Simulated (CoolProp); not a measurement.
CH2F2 (R32) at several states: Z from the reference equation and from simpler models built on Tc = 351.3 K, pc = 5.783 MPa, ω = 0.277; each cubic takes its own stable root.

The numbers come from the reference Helmholtz-energy equation of state, Tillner-Roth 1997 in CoolProp.

```csv
T (K),p (MPa),phase,reference,van der Waals,Redlich-Kwong,Soave-Redlich-Kwong,Peng-Robinson
407.9,0.0114,gas,0.9996,0.9996,0.9996,0.9996,0.9995
235.1,1.32,liquid,0.02985,0.05808,0.03981,0.03826,0.03384
247.5,0.316,gas,0.9149,0.9619,0.9485,0.9422,0.9395
```
